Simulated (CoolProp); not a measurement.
Vapour-liquid equilibrium of cyclohexane (1) + n-heptane (2) at 409.1 K; x and y are mole fractions of (1).

The numbers come from the multi-fluid Helmholtz-energy mixture model, Zhou 2014 and Span 2003; pair parameters Bell 2016 in CoolProp.

```
x      bubble pressure (kPa)  y at the bubble point  dew pressure at overall composition x (kPa)  liquid density (mol/L)
-----  ---------------------  ---------------------  -------------------------------------------  ----------------------
0.05                   279.1                  0.072                                        276.8                   5.832
0.125                  290.0                  0.174                                        284.7                   5.954
0.2                    301.0                  0.269                                        293.0                   6.081
0.275                  311.9                  0.358                                        301.7                   6.213
0.35                   322.8                  0.441                                        311.0                   6.350
0.425                  333.7                  0.519                                        320.7                   6.494
0.5                    344.4                  0.592                                        331.0                   6.644
0.575                  355.0                  0.662                                        341.8                   6.801
0.65                   365.5                  0.728                                        353.2                   6.965
0.725                  375.9                  0.790                                        365.1                   7.137
0.8                    386.2                  0.850                                        377.5                   7.318
0.875                  396.3                  0.908                                        390.4                   7.507
0.95                   406.4                  0.964                                        403.9                   7.706
```

No azeotrope shows between x = 0.05 and 0.95.

The pair parameters rest on a limited set of measurements; away from them the model extrapolates.
